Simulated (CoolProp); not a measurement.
Vapour pressure (kPa) of CF4 (R14): the reference equation beside estimates from Tc = -45.8 °C, pc = 3762 kPa, ω = 0.178. Clausius-Clapeyron is anchored at -125.05 °C with a constant enthalpy of vaporisation of 11.69 kJ/mol.

Model: reference Helmholtz-energy equation of state, Platzer 1990, in CoolProp. This equation is an older, rougher fit; its heat capacities, sound speeds and derivatives of the liquid may be far off and weren't checked against measurements.

| T (°C) | reference | Lee-Kesler | Clausius-Clapeyron | van der Waals | Soave-Redlich-Kwong | Peng-Robinson |
|---|---|---|---|---|---|---|
| -129.35 | 92.35 | 92.03 | 93.74 | 439.8 | 92.22 | 93.27 |
| -125.05 | 124.5 | 124.6 | 124.5 | 516.6 | 124.7 | 125.5 |
| -120.65 | 165.7 | 166.4 | 163.7 | 603.9 | 166.4 | 166.8 |
| -116.35 | 215.5 | 216.9 | 210.8 | 698.2 | 216.9 | 216.6 |
| -112.05 | 275.9 | 278.3 | 267.8 | 801.6 | 278.2 | 277.2 |
| -107.75 | 348.2 | 351.9 | 335.9 | 914.6 | 352.0 | 349.8 |
| -103.45 | 434.0 | 439.0 | 416.7 | 1037 | 439.6 | 436.0 |
| -99.15 | 534.7 | 541.1 | 511.3 | 1170 | 542.5 | 537.3 |

Absolute difference from the reference over all 8 rows, mean and median: Lee-Kesler 0.7 and 0.8 %, Clausius-Clapeyron 2.5 and 2.6 %, van der Waals 223.8 and 207.3 %, Soave-Redlich-Kwong 0.8 and 0.7 %, Peng-Robinson 0.6 and 0.5 %.
